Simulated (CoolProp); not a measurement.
Vapour-liquid equilibrium of carbon dioxide (1) + n-butane (2) at 250.1 K; x and y are mole fractions of (1).

Computed with CoolProp (multi-fluid Helmholtz-energy mixture model, Span 1996 and Bücker 2006; pair parameters Kunz 2012).

```json
[
 {"x": "0.05", "bubble pressure, mixture model (kPa)": "218.4", "bubble pressure, Raoult's law (kPa)": "126.9", "y, mixture model": "0.818", "y, Raoult's law": "0.706"},
 {"x": "0.2", "bubble pressure, mixture model (kPa)": "704.4", "bubble pressure, Raoult's law (kPa)": "389.6", "y, mixture model": "0.943", "y, Raoult's law": "0.919"},
 {"x": "0.35", "bubble pressure, mixture model (kPa)": "1032", "bubble pressure, Raoult's law (kPa)": "652.3", "y, mixture model": "0.962", "y, Raoult's law": "0.961"},
 {"x": "0.5", "bubble pressure, mixture model (kPa)": "1225", "bubble pressure, Raoult's law (kPa)": "915.0", "y, mixture model": "0.970", "y, Raoult's law": "0.979"},
 {"x": "0.65", "bubble pressure, mixture model (kPa)": "1360", "bubble pressure, Raoult's law (kPa)": "1178", "y, mixture model": "0.975", "y, Raoult's law": "0.988"},
 {"x": "0.8", "bubble pressure, mixture model (kPa)": "1503", "bubble pressure, Raoult's law (kPa)": "1440", "y, mixture model": "0.981", "y, Raoult's law": "0.995"},
 {"x": "0.95", "bubble pressure, mixture model (kPa)": "1702", "bubble pressure, Raoult's law (kPa)": "1703", "y, mixture model": "0.993", "y, Raoult's law": "0.999"}
]
```

The largest gap from Raoult's law is +80.8 % in bubble pressure, at x = 0.2. No azeotrope shows between x = 0.05 and 0.95.

Pair parameters are fitted to limited data, so mixtures are less certain than the pure fluids. With so large a gap from Raoult's law the liquid may split in two, which this calculation doesn't test in full.
